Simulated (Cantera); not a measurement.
Cantera run:

```python
import numpy as np
import cantera as ct

gas_names = [...]  # 87 gases of nasa_gas.yaml made of C, H, Si
cond_names = """
    C(gr) C6H6(L) C7H8(L) C8H18(L),n-octa Si(cr) Si(L) SiC(b)
""".split()


# ... load() reads the species with a 1 bar reference pressure and builds the phases ...
atoms = {
    'Si(CH3)4': {'Si': 1, 'C': 4, 'H': 12},
    'C2H4': {'C': 2, 'H': 4},
    'H2': {'H': 2},
}
top_T = {'C(gr)': 4500, 'SiC(b)': 3050}  # K; cautious upper limits of use, not melting points


# ... equilibrate(T, P, feed) seeds the gas with the atoms and calls Mixture.equilibrate('TP', solver="vcs", rtol=1e-11, max_steps=5000) ...
results = []
feed = {'Si(CH3)4': 1, 'C2H4': 0.03, 'H2': 290}  # mol
P = 400  # Pa
for T in [1148, 1298, 1448, 1598, 1748, 1898, 2048, 2198, 2348, 2498]:
    mix = equilibrate(T, P, feed)
    results.append((T, P, feed, dict(zip(mix.species_names, mix.species_moles))))
    x = sorted(zip(gas.X, gas.species_names), reverse=True)
    print(f"T = {T:g} K  P = {P:g} Pa  gas = {mix.phase_moles(0):.4g} mol")
    print("   x: " + "  ".join(f"{s} {v:.3e}" for v, s in x if v > 1e-05))
    print("   condensed (mol): " + ("  ".join(f"{mix.phase(i).name} {mix.phase_moles(i):.4g}"
          for i in range(1, mix.n_phases) if mix.phase_moles(i) > 1e-12) or "none"))
```

It prints:

```
T = 1148 K  P = 400 Pa  gas = 296 mol
   x: H2 9.999e-01  CH4 9.515e-05
   condensed (mol): C(gr) 3.032  SiC(b) 1
T = 1298 K  P = 400 Pa  gas = 296.1 mol
   x: H2 1.000e+00  CH4 3.186e-05  H 1.694e-05
   condensed (mol): C(gr) 3.05  SiC(b) 1
T = 1448 K  P = 400 Pa  gas = 296.1 mol
   x: H2 9.998e-01  H 1.457e-04  CH4 1.334e-05
   condensed (mol): C(gr) 3.053  SiC(b) 1
T = 1598 K  P = 400 Pa  gas = 296.2 mol
   x: H2 9.991e-01  H 8.412e-04  C2H2,acetylene 2.691e-05
   condensed (mol): C(gr) 3.042  SiC(b) 0.9999
T = 1748 K  P = 400 Pa  gas = 296.6 mol
   x: H2 9.963e-01  H 3.606e-03  C2H2,acetylene 1.125e-04
   condensed (mol): C(gr) 2.994  SiC(b) 0.9976
T = 1898 K  P = 400 Pa  gas = 297.9 mol
   x: H2 9.872e-01  H 1.228e-02  C2H2,acetylene 3.714e-04  Si 1.131e-04
   condensed (mol): C(gr) 2.874  SiC(b) 0.9618
T = 2048 K  P = 400 Pa  gas = 301.7 mol
   x: H2 9.629e-01  H 3.474e-02  Si 1.232e-03  C2H2,acetylene 1.009e-03  SiC2 6.343e-05  SiH 4.646e-05  Si2C 4.114e-05
   condensed (mol): C(gr) 2.831  SiC(b) 0.5671
T = 2198 K  P = 400 Pa  gas = 310.1 mol
   x: H2 9.105e-01  H 8.402e-02  Si 2.781e-03  C2H2,acetylene 2.308e-03  SiC2 2.652e-04  SiH 7.456e-05  Si2C 4.673e-05
   condensed (mol): C(gr) 2.44
T = 2348 K  P = 400 Pa  gas = 325.8 mol
   x: H2 8.160e-01  H 1.764e-01  C2H2,acetylene 4.459e-03  Si 2.575e-03  SiC2 4.181e-04  SiH 4.969e-05  C2H 4.903e-05  Si2C 1.078e-05  C4H2 1.000e-05
   condensed (mol): C(gr) 0.8187
T = 2498 K  P = 400 Pa  gas = 354.2 mol
   x: H2 6.695e-01  H 3.224e-01  C2H2,acetylene 4.970e-03  Si 2.362e-03  SiC2 4.215e-04  C2H 1.711e-04  C3 6.935e-05  C 3.367e-05  SiH 3.239e-05  C4H2 1.524e-05
   condensed (mol): none
```

These are equilibrium values from Cantera (NASA tables, ideal gas, pure condensed phases), not measurements of a reactor.
